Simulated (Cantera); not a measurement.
Gas mixture: 49.4 % CH3OH, 50.6 % C2H2, at 5.00 bar, frozen composition.

Cantera's kinetic-theory transport with the Lennard-Jones parameters of GRI-Mech 3.0, ideal gas; thermal conductivity in the multicomponent form. Polar gases are described roughly by these parameters.

D: mixture-averaged diffusion coefficient of that species in the mixture.

```
T (K)  ρ (kg/m³)  cp (J/kg/K)   μ (µPa s)  λ (mW/m/K)     Pr  D (cm²/s) H2O  D (cm²/s) N2  D (cm²/s) CO2
-----  ---------  -----------  ----------  ----------  -----  -------------  ------------  -------------
400         4.36         1753  (withheld)        31.9  0.733         0.0581        0.0552         0.0405
500         3.49         1969  (withheld)        44.0  0.735         0.0904        0.0826         0.0619
600         2.91         2161  (withheld)        56.6  0.737          0.129         0.114         0.0867
700         2.49         2326  (withheld)        69.4  0.739          0.173         0.149          0.115
800         2.18         2466  (withheld)        82.1  0.740          0.222         0.188          0.146
900         1.94         2590        27.1        94.7  0.741          0.276         0.230          0.180
1000        1.74         2712  (withheld)         108  0.741          0.334         0.275          0.216
```

Q: Fill in the missing entries.

A: 
- 400, μ (µPa s): 13.3
- 500, μ (µPa s): 16.4
- 600, μ (µPa s): 19.3
- 700, μ (µPa s): 22.1
- 800, μ (µPa s): 24.6
- 1000, μ (µPa s): 29.4
